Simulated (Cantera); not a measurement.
A Cantera script and its output.

```python
import numpy as np
import cantera as ct

gas = ct.Solution("gri30.yaml")


def delay(T, t_max=10):
    gas.TPX = T, 65000, {'CH4': 1, 'C2H6': 0.11, 'C3H8': 0.8, 'O2': 15.6, 'N2': 82.5}
    reactor = ct.IdealGasReactor(gas, clone=False)
    net = ct.ReactorNet([reactor])
    net.rtol, net.atol = 1e-8, 1e-16
    while net.time < t_max:
        t_old, T_old = net.time, reactor.T
        net.step()
        if reactor.T > T + 400:  # ignition: a rise of 400 K
            return t_old + (T + 400 - T_old) / (reactor.T - T_old) * (net.time - t_old)
    return np.nan


taus = []
for T in [1100, 1175, 1250, 1325, 1400, 1475]:
    taus.append(delay(T))
    print(f"T0 = {T:6g} K   tau = {taus[-1]:.4e} s")
```

Output:

```
T0 =   1100 K   tau = 5.2641e-02 s
T0 =   1175 K   tau = 1.0983e-02 s
T0 =   1250 K   tau = 2.7270e-03 s
T0 =   1325 K   tau = 8.4263e-04 s
T0 =   1400 K   tau = 3.2592e-04 s
T0 =   1475 K   tau = 1.5461e-04 s
```

Model: GRI-Mech 3.0 (53 species, 325 reactions), integrated in Cantera. GRI-Mech 3.0 was tuned for natural gas; its chemistry of propane as a main component is partial and can be far from experiment.
